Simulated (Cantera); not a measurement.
## Gas activation for diamond growth

An isothermal, constant-pressure homogeneous reactor starts with 3.01 % CH4, 97.0 % H2, at 2550 K and 0.0263 atm.

Model: GRI-Mech 3.0 (53 species, 325 reactions), integrated in Cantera. GRI-Mech 3.0 stops at C3 and has no aromatics, soot or wall deposition, so with more carbon than oxygen in the feed, carbon stays in small species such as C2H2 where larger ones or solid carbon would form. Radical loss at walls, strong at low pressure, is not modelled.

```json
[
 {"t (s)": "0.000700", "x CH4": "0.0107", "x H2": "0.948", "x H": "0.0293", "x C2H": "1.48e-5", "x CH2": "0.000206", "x C2H2": "0.00601", "x CH3": "0.00585"},
 {"t (s)": "0.00309", "x CH4": "0.000968", "x H2": "0.940", "x H": "0.0449", "x C2H": "5.05e-5", "x CH2": "6.03e-5", "x C2H2": "0.0133", "x CH3": "0.000823"},
 {"t (s)": "0.0136", "x CH4": "6.91e-5", "x H2": "0.922", "x H": "0.0641", "x C2H": "7.72e-5", "x CH2": "9.74e-6", "x C2H2": "0.0140", "x CH3": "8.54e-5"},
 {"t (s)": "0.0600", "x CH4": "8.35e-6", "x H2": "0.878", "x H": "0.108", "x C2H": "0.000133", "x CH2": "3.69e-6", "x C2H2": "0.0137", "x CH3": "1.82e-5"},
 {"t (s)": "0.265", "x CH4": "2.92e-6", "x H2": "0.820", "x H": "0.167", "x C2H": "0.000213", "x CH2": "3.52e-6", "x C2H2": "0.0131", "x CH3": "1.05e-5"},
 {"t (s)": "1.17", "x CH4": "2.65e-6", "x H2": "0.813", "x H": "0.174", "x C2H": "0.000222", "x CH2": "3.51e-6", "x C2H2": "0.0131", "x CH3": "1.00e-5"},
 {"t (s)": "5.14", "x CH4": "2.65e-6", "x H2": "0.813", "x H": "0.174", "x C2H": "0.000222", "x CH2": "3.51e-6", "x C2H2": "0.0131", "x CH3": "1.00e-5"},
 {"t (s)": "22.7", "x CH4": "2.65e-6", "x H2": "0.813", "x H": "0.174", "x C2H": "0.000222", "x CH2": "3.51e-6", "x C2H2": "0.0131", "x CH3": "1.00e-5"},
 {"t (s)": "100", "x CH4": "2.65e-6", "x H2": "0.813", "x H": "0.174", "x C2H": "0.000222", "x CH2": "3.51e-6", "x C2H2": "0.0131", "x CH3": "1.00e-5"}
]
```
x: mole fraction; the columns are a selection and need not sum to one.

Equilibrium at this temperature and pressure: CH4 2.68e-6, H2 0.813, H 0.174, C2H 0.000222, CH2 3.55e-6, C2H2 0.0131, CH3 1.01e-5 (gas phase only).
